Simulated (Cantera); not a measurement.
An adiabatic, constant-pressure homogeneous reactor starts with CH4 : CO : O2 : N2 = 1 : 0.044 : 4.3 : 16.2 (molar parts), at 1475 K and 750 Torr. Integrator tolerance rtol = 1e-08.

Computed with Cantera and GRI-Mech 3.0 (53 species, 325 reactions).

Question: What does this change do: constant volume in place of constant pressure?

Answer: 
```csv
quantity,before,after
time of steepest temperature rise,1.15 ms,1.12 ms
temperature at 5.00 s,2361 K,2528 K
equilibrium temperature,2361 K,2528 K
x(CH4) at 5.00 s,<1e-12 (gas-phase equilibrium <1e-12),<1e-12 (gas-phase equilibrium <1e-12)
x(CO) at 5.00 s,0.00248 (gas-phase equilibrium 0.00248),0.00460 (gas-phase equilibrium 0.00460)
x(O2) at 5.00 s,0.0983 (gas-phase equilibrium 0.0983),0.0957 (gas-phase equilibrium 0.0957)
x(N2O) at 5.00 s,6.38e-7 (gas-phase equilibrium 6.38e-7),1.12e-6 (gas-phase equilibrium 1.12e-6)
x(C2H2) at 5.00 s,<1e-12 (gas-phase equilibrium <1e-12),<1e-12 (gas-phase equilibrium <1e-12)
x(C2H6) at 5.00 s,<1e-12 (gas-phase equilibrium <1e-12),<1e-12 (gas-phase equilibrium <1e-12)
```
